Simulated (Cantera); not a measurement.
**Catalytic combustion on Pt**

An isothermal plug-flow reactor at 525 K and 2.00 bar (inlet), inlet velocity 2.8 m/s, active area per volume 240 1/m; feed 1.71 % H2, 9.28 % O2, 84.2 % N2, 4.80 % H2O.

Computed with Cantera and Deutschmann's 1995 Pt surface mechanism with GRI-Mech 3.0 gas chemistry. Catalytic surfaces can have several steady states; this one follows from the mechanism file's or the stated starting coverage. Mass transfer to the wall is taken as infinitely fast.

```json
[
 {"z (m)": "0.00058", "x H2": "0.0123", "x O2": "0.0906", "x H2O": "0.0529", "θ free Pt": "0.206", "θ O*": "0.673", "θ OH*": "0.119"},
 {"z (m)": "0.0012", "x H2": "0.00945", "x O2": "0.0893", "x H2O": "0.0558", "θ free Pt": "0.160", "θ O*": "0.727", "θ OH*": "0.111"},
 {"z (m)": "0.0027", "x H2": "0.00600", "x O2": "0.0877", "x H2O": "0.0594", "θ free Pt": "0.103", "θ O*": "0.800", "θ OH*": "0.0949"},
 {"z (m)": "0.0058", "x H2": "0.00339", "x O2": "0.0865", "x H2O": "0.0621", "θ free Pt": "0.0593", "θ O*": "0.864", "θ OH*": "0.0757"},
 {"z (m)": "0.012", "x H2": "0.00180", "x O2": "0.0858", "x H2O": "0.0637", "θ free Pt": "0.0318", "θ O*": "0.910", "θ OH*": "0.0573"},
 {"z (m)": "0.027", "x H2": "0.000842", "x O2": "0.0853", "x H2O": "0.0647", "θ free Pt": "0.0149", "θ O*": "0.945", "θ OH*": "0.0402"},
 {"z (m)": "0.058", "x H2": "0.000400", "x O2": "0.0851", "x H2O": "0.0652", "θ free Pt": "0.00710", "θ O*": "0.965", "θ OH*": "0.0281"}
]
```
x: gas mole fraction; θ: surface coverage.
